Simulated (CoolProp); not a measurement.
A single-stage vapour-compression cycle with dimethyl ether: evaporating at 298.15 K (dew point), condensing at 325.15 K (bubble point), superheat 8 K, subcooling 5 K, compressor efficiency 0.85, no pressure losses. Each further row changes one setting.

Computed with CoolProp (reference Helmholtz-energy equation of state, Wu 2011).

```tsv
case	cooling COP	pressure ratio	discharge temperature (K)	refrigerating effect (kJ/kg)	volumetric capacity (kJ/m³)
as stated	8.51	2.03	341.8	359	4290
evaporating temperature 303.15 K	10.8	1.77	340.0	364	4990
condensing temperature 320.15 K	10.7	1.80	335.4	372	4440
subcooling 10 K	8.81	2.03	341.8	372	4440
superheat 18 K	8.50	2.03	351.9	376	4290
compressor efficiency 0.75	7.51	2.03	344.8	359	4290
```
